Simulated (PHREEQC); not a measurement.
## Acid rinse or clean (model solution)

Make-up at 25 °C: 6.7 mmol/kgw H2SO4, 2 mmol/kgw CuSO4 and 19 mmol/kgw MnSO4. Closed to the air; pH follows from the charge balance.

All values are PHREEQC results (ion-association model, phreeqc.dat), not measurements.

* **pH**: 2.17
* **ionic strength**: 0.0647 mol/kgw
* **specific conductance**: 5500 µS/cm
* **density**: 1.001 g/cm³
* **total alkalinity**: -13.4 meq/kg

```
species  molality  activity   log γ
-------  --------  --------  ------
SO4-2      0.0152   0.00650  -0.369
Mn+2       0.0126   0.00566  -0.346
H+        0.00807   0.00680  -0.074
MnSO4     0.00645   0.00654   0.006
HSO4-     0.00533   0.00430  -0.094
Cu+2      0.00126  0.000568  -0.346
CuSO4    0.000742  0.000753   0.006
CuOH+     1.04e-9  8.34e-10  -0.097
```

No solid was allowed to form.
